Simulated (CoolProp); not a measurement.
Cyclohexane along the isobar 6.1 MPa: Z from the reference equation and from simpler models built on Tc = 280.5 °C, pc = 4.081 MPa, ω = 0.209; each cubic takes its own stable root.

The numbers come from the reference Helmholtz-energy equation of state, Zhou 2014 in CoolProp.

| T (°C) | phase | reference |
|---|---|---|
| 186.25 | liquid | 0.2184 |
| 204.15 | liquid | 0.2183 |
| 221.95 | liquid | 0.2196 |
| 239.75 | liquid | 0.2230 |
| 257.65 | liquid | 0.2294 |
| 275.45 | liquid | 0.2411 |
| 293.35 | supercritical | 0.2656 |
| 311.15 | supercritical | 0.3329 |
| 329.05 | supercritical | 0.4553 |
| 346.85 | supercritical | 0.5511 |

Question: How far does each simpler model (van der Waals, Redlich-Kwong, Soave-Redlich-Kwong, Peng-Robinson) lie from the reference over these 10 states: mean and median of the absolute difference, and the worst?

Answer: 
- van der Waals: mean 36.1 %, median 44.9 %, worst +52.7 % at 186.25 °C and 6.1 MPa
- Redlich-Kwong: mean 11.2 %, median 12.6 %, worst +16.7 % at 275.45 °C and 6.1 MPa
- Soave-Redlich-Kwong: mean 11.9 %, median 10.9 %, worst +18.6 % at 293.35 °C and 6.1 MPa
- Peng-Robinson: mean 3.6 %, median 3.2 %, worst +8.3 % at 311.15 °C and 6.1 MPa
